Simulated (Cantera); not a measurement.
Catalytic combustion on Pt

An isothermal plug-flow reactor at 725 K and 0.970 bar (inlet), inlet velocity 1.9 m/s, active area per volume 2100 1/m; feed 2.56 % H2, 5.58 % O2, 91.9 % N2.

Model: Deutschmann's 1995 Pt surface mechanism with GRI-Mech 3.0 gas chemistry, integrated in Cantera. Catalytic surfaces can have several steady states; this one follows from the mechanism file's or the stated starting coverage. Mass transfer to the wall is taken as infinitely fast.

| z (m) | x H2 | x O2 | x H2O | θ free Pt | θ O* | θ OH* |
|---|---|---|---|---|---|---|
| 3.1e-05 | 0.0128 | 0.0497 | 0.0129 | 0.472 | 0.517 | 0.0115 |
| 5.2e-05 | 0.00941 | 0.0481 | 0.0164 | 0.358 | 0.631 | 0.0113 |
| 8.7e-05 | 0.00644 | 0.0467 | 0.0194 | 0.253 | 0.737 | 0.0105 |
| 0.00014 | 0.00432 | 0.0456 | 0.0215 | 0.173 | 0.817 | 0.00940 |
| 0.00024 | 0.00264 | 0.0448 | 0.0232 | 0.109 | 0.884 | 0.00788 |
| 0.0004 | 0.00161 | 0.0443 | 0.0243 | 0.0686 | 0.925 | 0.00649 |
| 0.00067 | 0.000944 | 0.0440 | 0.0250 | 0.0442 | 0.951 | 0.00532 |
| 0.0011 | 0.000536 | 0.0438 | 0.0254 | 0.0308 | 0.965 | 0.00449 |
| 0.0019 | 0.000251 | 0.0437 | 0.0257 | 0.0230 | 0.973 | 0.00391 |
| 0.0031 | 0.000100 | 0.0436 | 0.0258 | 0.0196 | 0.977 | 0.00363 |
x: gas mole fraction; θ: surface coverage.
